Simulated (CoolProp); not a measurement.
The numbers come from the reference Helmholtz-energy equation of state, Gao 2020 in CoolProp.

Problem. For ammonia, give the phase and the density (kg/m³), cp (kJ/(kg K)), speed of sound (m/s), expansivity (1/kK) at 299.2 K and 15200 kPa.

Solution. 
- 299.2 K and 15200 kPa: liquid; density 614, cp 4.63, speed of sound 1430, expansivity 2.25
